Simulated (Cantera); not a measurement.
A closed system holds: 1 mol Fe2O3, 0.44 mol SO2, 3.2 mol N2, equilibrated at 850 K and 900 Torr.

Cantera equilibrium calculation (NASA polynomials, part measured and part estimated; ideal gas, pure solids and liquids). Candidate condensed phases: Fe, FeO, FeS, FeSO4, FeS2, Fe2O3, Fe2(SO4)3, Fe3O4, S; 19 gas species. Kinetics and transport are ignored.

**Question.** What is the equilibrium state?

**Answer.** 
| Quantity | Result |
|---|---|
| x(N2) | 0.879 |
| x(SO2) | 0.121 |
| n(Fe2O3(s)) | 1.00 mol |
| gas amount | 3.640 mol |
| log10 activity of FeSO4(s) (absent) | -2.58 |
| log10 activity of S(l) (absent) | -4.17 |
| log10 activity of Fe(α) (absent) | -7.18 |
